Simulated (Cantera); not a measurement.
Feed: 1 mol Si₃N₄, 0.46 mol H₂O, 40 mol N₂, equilibrated at 13300 Pa.

Method: chemical equilibrium by Gibbs-energy minimisation in Cantera with the NASA 1993 tables (ideal gas, pure condensed phases). Candidate condensed phases: H₂O, Si, SiO₂, Si₂N₂O, Si₃N₄; 35 gas species. Mutual solubility and eutectic melting of coexisting phases are not modelled. The tables' values for SiN are old estimates; treat these amounts as uncertain. Equilibrium is a limit: real reactors are often held back by kinetics, nucleation or transport.

x: gas mole fraction; n: condensed amount in mol.

```json
[
 {"T (°C)": "1275", "x N₂": "0.989", "x H₂": "0.0113", "x SiO": "1.94e-6", "x Si": "2.22e-9", "x H": "8.97e-6", "x Si₂N": "1.25e-11", "x SiN": "8.48e-10", "n Si₂N₂O(s)": "0.460", "n Si₃N₄(s)": "0.693", "n Si(l)": "0"},
 {"T (°C)": "1325", "x N₂": "0.989", "x H₂": "0.0113", "x SiO": "7.86e-6", "x Si": "1.18e-8", "x H": "1.55e-5", "x Si₂N": "1.05e-10", "x SiN": "3.73e-9", "n Si₂N₂O(s)": "0.460", "n Si₃N₄(s)": "0.693", "n Si(l)": "0"},
 {"T (°C)": "1375", "x N₂": "0.989", "x H₂": "0.0113", "x SiO": "2.92e-5", "x Si": "5.70e-8", "x H": "2.59e-5", "x Si₂N": "7.76e-10", "x SiN": "1.50e-8", "n Si₂N₂O(s)": "0.459", "n Si₃N₄(s)": "0.694", "n Si(l)": "0"},
 {"T (°C)": "1425", "x N₂": "0.989", "x H₂": "0.0113", "x SiO": "___", "x Si": "___", "x H": "___", "x Si₂N": "___", "x SiN": "5.52e-8", "n Si₂N₂O(s)": "0.456", "n Si₃N₄(s)": "0.695", "n Si(l)": "0"},
 {"T (°C)": "1475", "x N₂": "0.988", "x H₂": "0.0113", "x SiO": "0.000320", "x Si": "1.00e-6", "x H": "6.65e-5", "x Si₂N": "2.96e-8", "x SiN": "1.89e-7", "n Si₂N₂O(s)": "0.447", "n Si₃N₄(s)": "0.698", "n Si(l)": "0"},
 {"T (°C)": "1525", "x N₂": "0.988", "x H₂": "0.0113", "x SiO": "___", "x Si": "___", "x H": "___", "x Si₂N": "___", "x SiN": "6.03e-7", "n Si₂N₂O(s)": "0.421", "n Si₃N₄(s)": "0.706", "n Si(l)": "0"},
 {"T (°C)": "1575", "x N₂": "0.986", "x H₂": "0.0112", "x SiO": "0.00269", "x Si": "1.29e-5", "x H": "0.000154", "x Si₂N": "7.55e-7", "x SiN": "1.80e-6", "n Si₂N₂O(s)": "0.350", "n Si₃N₄(s)": "0.730", "n Si(l)": "0"},
 {"T (°C)": "1625", "x N₂": "0.981", "x H₂": "0.0111", "x SiO": "0.00716", "x Si": "4.18e-5", "x H": "0.000226", "x Si₂N": "3.35e-6", "x SiN": "5.09e-6", "n Si₂N₂O(s)": "0.166", "n Si₃N₄(s)": "0.790", "n Si(l)": "0"},
 {"T (°C)": "1675", "x N₂": "0.977", "x H₂": "0.0110", "x SiO": "0.0112", "x Si": "0.000127", "x H": "0.000324", "x Si₂N": "1.37e-5", "x SiN": "1.36e-5", "n Si₂N₂O(s)": "0", "n Si₃N₄(s)": "0.844", "n Si(l)": "0"},
 {"T (°C)": "1725", "x N₂": "0.978", "x H₂": "0.0105", "x SiO": "0.0107", "x Si": "0.000319", "x H": "0.000450", "x Si₂N": "3.96e-5", "x SiN": "3.01e-5", "n Si₂N₂O(s)": "0", "n Si₃N₄(s)": "0", "n Si(l)": "2.52"},
 {"T (°C)": "1775", "x N₂": "0.978", "x H₂": "0.0104", "x SiO": "0.0107", "x Si": "0.000567", "x H": "0.000625", "x Si₂N": "5.99e-5", "x SiN": "4.76e-5", "n Si₂N₂O(s)": "0", "n Si₃N₄(s)": "0", "n Si(l)": "2.51"},
 {"T (°C)": "1825", "x N₂": "0.977", "x H₂": "0.0103", "x SiO": "0.0107", "x Si": "0.000980", "x H": "0.000854", "x Si₂N": "8.86e-5", "x SiN": "7.37e-5", "n Si₂N₂O(s)": "0", "n Si₃N₄(s)": "0", "n Si(l)": "2.48"},
 {"T (°C)": "1875", "x N₂": "0.976", "x H₂": "0.0101", "x SiO": "0.0107", "x Si": "0.00165", "x H": "0.00115", "x Si₂N": "0.000129", "x SiN": "0.000112", "n Si₂N₂O(s)": "0", "n Si₃N₄(s)": "0", "n Si(l)": "2.45"}
]
```

Question: Some entries are withheld; supply them.

Answer: 
- 1525, x SiO: 0.000957
- 1525, x Si: 3.73e-6
- 1525, x H: 0.000102
- 1525, x Si₂N: 1.57e-7
- 1425, x SiO: 0.000100
- 1425, x Si: 2.50e-7
- 1425, x H: 4.21e-5
- 1425, x Si₂N: 5.07e-9
